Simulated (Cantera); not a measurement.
An isothermal, constant-pressure homogeneous reactor starts with CO : O₂ : H₂O : N₂ = 0.0037 : 0.0039 : 0.0011 : 1 (molar parts), equivalence ratio 0.47, at 1175 K and 0.306 atm. Integrator tolerance rtol = 1e-08.

Detailed kinetics in Cantera: GRI-Mech 3.0 (53 species, 325 reactions).

What does this change do: temperature 1175 to 1523 K?


```csv
quantity,before,after
x(CO) at 3.00 s,8.63e-7 (gas-phase equilibrium 1.41e-9),3.97e-6 (gas-phase equilibrium 1.03e-6)
x(O₂) at 3.00 s,0.00204 (gas-phase equilibrium 0.00203),0.00203 (gas-phase equilibrium 0.00196)
x(H₂O) at 3.00 s,0.00109 (gas-phase equilibrium 0.00109),0.00109 (gas-phase equilibrium 0.00109)
x(N₂O) at 3.00 s,1.87e-7 (gas-phase equilibrium 7.94e-10),2.14e-8 (gas-phase equilibrium 5.67e-9)
x(NO) at 3.00 s,3.27e-7 (gas-phase equilibrium 1.78e-5),4.31e-6 (gas-phase equilibrium 0.000149)
x(OH) at 3.00 s,1.05e-6 (gas-phase equilibrium 9.32e-8),8.07e-6 (gas-phase equilibrium 4.16e-6)
x(H₂O₂) at 3.00 s,6.57e-11 (gas-phase equilibrium <1e-12),2.37e-11 (gas-phase equilibrium 6.37e-12)
```
